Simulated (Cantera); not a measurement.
Input (Python, Cantera) and output of one run.

```python
import numpy as np
import cantera as ct

gas_names = """
    H HO2 H2 H2O H2O2 H2S H2SO4 O OH O2 O3 S SH SO SO2 SO3 S2 S2O S8
""".split()
cond_names = """
    H2O(s) H2O(L) H2SO4(L) S(cr1) S(cr2) S(L)
""".split()


def load(file, names, dense=False):
    # The tables refer to 1 bar. Condensed volumes are neglected.
    table = {s.name: s for s in ct.Species.list_from_file(file)}
    out = []
    for n in names:
        d = dict(table[n].input_data)
        d["thermo"] = dict(d["thermo"], **{"reference-pressure": 1e5})
        if dense:
            d["equation-of-state"] = {"model": "constant-volume", "density": "1e6 g/cm^3"}
        out.append(ct.Species.from_dict(d))
    return out


gas = ct.Solution(thermo="ideal-gas", species=load("nasa_gas.yaml", gas_names))
cond = {s.name: ct.Solution(thermo="fixed-stoichiometry", species=[s], name=s.name)
        for s in load("nasa_condensed.yaml", cond_names, dense=True)}
atoms = {
    'S': {'S': 1},
    'SO2': {'S': 1, 'O': 2},
    'H2': {'H': 2},
}
top_T = {}  # K; cautious upper limits of use, not melting points


def equilibrate(T, P, feed):
    n = {}
    for name, mol in feed.items():
        for a, k in atoms[name].items():
            n[a] = n.get(a, 0.0) + k * mol
    gas.TPX = T, P, n
    mass = sum(n.values()) * gas.mean_molecular_weight
    gas.equilibrate("TP")
    valid = [c for c in cond.values() if c.min_temp <= T <= top_T.get(c.name, c.max_temp)]
    mix = ct.Mixture([(gas, mass / gas.mean_molecular_weight)] + [(c, 0.0) for c in valid])
    mix.T, mix.P = T, P
    mix.equilibrate("TP", solver="vcs", rtol=1e-11, max_steps=5000)
    return mix


results = []
feed = {'S': 1, 'SO2': 0.27, 'H2': 0.33}  # mol
P = 1500000  # Pa
for T in [1448, 1548, 1648, 1748, 1848, 1948, 2048, 2148, 2248, 2348, 2448, 2548]:
    mix = equilibrate(T, P, feed)
    results.append((T, P, feed, dict(zip(mix.species_names, mix.species_moles))))

top = {s: max(r[3][s] / sum(r[3][g] for g in gas_names) for r in results) for s in gas_names}
cols = sorted((s for s in top if top[s] > 1e-06), key=lambda s: -top[s])[:7]
seen = [c for c in cond_names if any(r[3].get(c, 0) > 1e-12 for r in results)]
print("log10 of partial pressures in bar; condensed amounts in mol")
print(f"{'T/K':>10s}" + "".join(f"{s[:9]:>10s}" for s in cols + seen))
for T, P, feed, n in results:
    ng = sum(n[g] for g in gas_names)
    print(f"{T:10.4g}" + "".join(f"{np.log10(max(n[s] / ng * P / 1e5, 1e-99)):10.3f}" for s in cols)
          + "".join(f"{n.get(c, 0):10.4g}" for c in seen))
```

Output:

```
log10 of partial pressures in bar; condensed amounts in mol
       T/K        S2       H2O       SO2       H2S        H2        SO        SH
      1448     0.863     0.506     0.366     0.223    -0.882    -1.819    -1.893
      1548     0.866     0.513     0.358     0.186    -0.709    -1.539    -1.632
      1648     0.868     0.515     0.352     0.150    -0.561    -1.294    -1.405
      1748     0.868     0.513     0.347     0.114    -0.433    -1.076    -1.206
      1848     0.867     0.507     0.344     0.077    -0.322    -0.883    -1.032
      1948     0.865     0.499     0.340     0.040    -0.227    -0.709    -0.878
      2048     0.862     0.487     0.336     0.001    -0.145    -0.554    -0.742
      2148     0.857     0.472     0.331    -0.038    -0.074    -0.414    -0.622
      2248     0.850     0.455     0.325    -0.078    -0.013    -0.288    -0.515
      2348     0.842     0.435     0.317    -0.119     0.039    -0.174    -0.420
      2448     0.832     0.412     0.306    -0.161     0.084    -0.072    -0.336
      2548     0.821     0.387     0.293    -0.204     0.123     0.019    -0.261
```

These are equilibrium values from Cantera (NASA tables, ideal gas, pure condensed phases), not measurements of a reactor.
